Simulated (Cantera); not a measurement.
**Pyrogenic steam for wet oxidation**

An isothermal, constant-pressure homogeneous reactor starts with 41.5 % H₂, 24.4 % O₂, 34.1 % N₂, equivalence ratio 0.85, at 1350 K and 0.227 atm.

Detailed kinetics in Cantera: the H2/O2 subset of GRI-Mech 3.0, which has no nitrogen chemistry. The temperature is held fixed by assumption; the heat of reaction is taken as removed at once.

| t (s) | x H₂ | x O₂ | x OH | x H | x HO₂ | x H₂O₂ | x H₂O |
|---|---|---|---|---|---|---|---|
| 0.000300 | 0.0311 | 0.0614 | 0.00821 | 0.0318 | 2.66e-5 | 4.27e-6 | 0.448 |
| 0.00143 | 0.00293 | 0.0469 | 0.00205 | 0.000640 | 1.37e-5 | 1.73e-6 | 0.517 |
| 0.00682 | 0.000135 | 0.0461 | 0.000440 | 6.34e-6 | 1.51e-6 | 2.48e-7 | 0.523 |
| 0.0325 | 1.08e-5 | 0.0461 | 0.000133 | 1.61e-7 | 1.44e-7 | 3.51e-8 | 0.523 |
| 0.155 | 1.88e-6 | 0.0461 | 5.68e-5 | 1.24e-8 | 3.70e-8 | 7.48e-9 | 0.523 |
| 0.739 | 1.05e-6 | 0.0461 | 4.17e-5 | 5.15e-9 | 3.01e-8 | 4.30e-9 | 0.523 |
| 3.52 | 1.04e-6 | 0.0461 | 4.16e-5 | 5.11e-9 | 3.01e-8 | 4.27e-9 | 0.523 |
| 16.8 | 1.04e-6 | 0.0461 | 4.16e-5 | 5.11e-9 | 3.01e-8 | 4.27e-9 | 0.523 |
| 80.0 | 1.04e-6 | 0.0461 | 4.16e-5 | 5.11e-9 | 3.01e-8 | 4.27e-9 | 0.523 |
x: mole fraction; the columns are a selection and need not sum to one.

Equilibrium at this temperature and pressure: H₂ 1.04e-6, O₂ 0.0461, OH 4.16e-5, H 5.11e-9, HO₂ 3.01e-8, H₂O₂ 4.27e-9, H₂O 0.523 (gas phase only).
